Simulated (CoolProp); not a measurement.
The numbers come from the reference Helmholtz-energy equation of state, Lemmon 2005 in CoolProp.

### Question
For R125, give the phase and the density (kg/m³), Joule-Thomson coefficient (K/MPa), isothermal compressibility (1/MPa), Prandtl number at 331.7 K and 2.71 MPa; 331.7 K and 4.41 MPa; 331.7 K and 4.75 MPa.

### Answer
- 331.7 K and 2.71 MPa: gas; density 193, Joule-Thomson coefficient 15.8, isothermal compressibility 0.782, Prandtl number 1.23
- 331.7 K and 4.41 MPa: liquid; density 993, Joule-Thomson coefficient 1.45, isothermal compressibility 0.0442, Prandtl number 3.11
- 331.7 K and 4.75 MPa: liquid; density 1010, Joule-Thomson coefficient 1.28, isothermal compressibility 0.0381, Prandtl number 3.05

Viscosity comes from a separate model (Huber 2006). Thermal conductivity comes from a separate model (Perkins 2006).
